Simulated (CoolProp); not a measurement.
Saturation properties of propane (Tc = 96.7 °C, pc = 4251 kPa, ω = 0.152).

Values from CoolProp's reference Helmholtz-energy equation of state, Lemmon 2009.

```
T (°C)     p (kPa)    vapour Z  vapour viscosity (µPa s)  liquid conductivity (mW/(m K))
------  ----------  ----------  ------------------------  ------------------------------
5.55         560.1      0.8766                      7.61                             103
10.95        653.9  (withheld)                      7.78                             101
16.45        760.9      0.8473                      7.97                            97.9
21.85        878.0      0.8313                      8.15                            95.3
27.25         1008      0.8141                      8.36                            92.8
32.75         1154      0.7955                      8.57                            90.3
38.15   (withheld)      0.7759                (withheld)                            87.9
43.55         1485      0.7549                      9.06                      (withheld)
49.05   (withheld)      0.7320                      9.35                      (withheld)
54.45         1885      0.7078                      9.66                            80.8
59.85         2110      0.6816                      10.0                            78.5
65.25         2355      0.6530                      10.4                            76.3
70.75         2625      0.6209                      10.9                            74.0
76.15         2912      0.5855                      11.5                      (withheld)
```

Question: Fill in the missing entries.

Answer: 
- 10.95, vapour Z: 0.8626
- 38.15, p (kPa): 1312
- 38.15, vapour viscosity (µPa s): 8.81
- 43.55, liquid conductivity (mW/(m K)): 85.5
- 49.05, p (kPa): 1678
- 49.05, liquid conductivity (mW/(m K)): 83.1
- 76.15, liquid conductivity (mW/(m K)): 71.8

It boils at -42.1 °C under 1 atm.

Viscosity comes from a separate model (Vogel 1998). Thermal conductivity comes from a separate model (Marsh 2002).
